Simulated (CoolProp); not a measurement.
Hydrogen sulfide at 298.15 K and 0.402 MPa is throttled through a valve to 0.103 MPa with no heat exchange. Each further row changes one setting.

Computed with CoolProp (reference Helmholtz-energy equation of state, Lemmon 2006). It is a short technical equation, of lower accuracy than the large ones.

```
case                        temperature change (K)  final density (kg/m³)
--------------------------  ----------------------  ---------------------
as stated                                        ?                   1.45
outlet pressure 0.0309 MPa                       ?                      ?
outlet pressure 0.134 MPa                        ?                   1.89
```

Q: What belongs in the gaps?

A: 
- as stated, temperature change (K): -5.3
- outlet pressure 0.0309 MPa, temperature change (K): -6.6
- outlet pressure 0.0309 MPa, final density (kg/m³): 0.435
- outlet pressure 0.134 MPa, temperature change (K): -4.7
